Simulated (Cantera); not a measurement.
A freely propagating, adiabatic, planar premixed flame of CH₄ : O₂ : N₂ : H₂O : H₂ = 1 : 2.17 : 8.17 : 0.75 : 1.1 (molar parts), unburnt at 573 K and 100.0 Torr; mixture-averaged transport, grid criteria slope 0.08 and curve 0.16, no radiation.

Detailed kinetics in Cantera: GRI-Mech 3.0 (53 species, 325 reactions). Burning velocities carry a grid error of a few per cent, more on coarse grids.

**Question.** Predict: laminar burning velocity; thermal thickness; peak x(HCN); peak x(H₂O₂); peak x(C₂H₂).

**Answer.** 
* **laminar burning velocity**: 242 cm/s
* **thermal thickness**: 1.86 mm
* **peak x(HCN)**: 2.83e-6
* **peak x(H₂O₂)**: 2.34e-6
* **peak x(C₂H₂)**: 0.000136
